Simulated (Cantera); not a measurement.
An adiabatic, constant-volume homogeneous reactor starts with 3.76 % CH₄, 3.76 % H₂, 15.4 % O₂, 77.1 % N₂, equivalence ratio 0.61, at 1225 K and 101000 Pa.

Computed with Cantera and GRI-Mech 3.0 (53 species, 325 reactions).

Question: Predict: time of steepest temperature rise; temperature at 4.00 s; equilibrium temperature; x(H₂) at 4.00 s; x(O₂) at 4.00 s; x(H₂O) at 4.00 s.

Answer: 
* **time of steepest temperature rise**: 0.653 ms
* **temperature at 4.00 s**: 2438 K
* **equilibrium temperature**: 2438 K
* **x(H₂) at 4.00 s**: 0.00144 (gas-phase equilibrium 0.00144)
* **x(O₂) at 4.00 s**: 0.0552 (gas-phase equilibrium 0.0552)
* **x(H₂O) at 4.00 s**: 0.109 (gas-phase equilibrium 0.109)
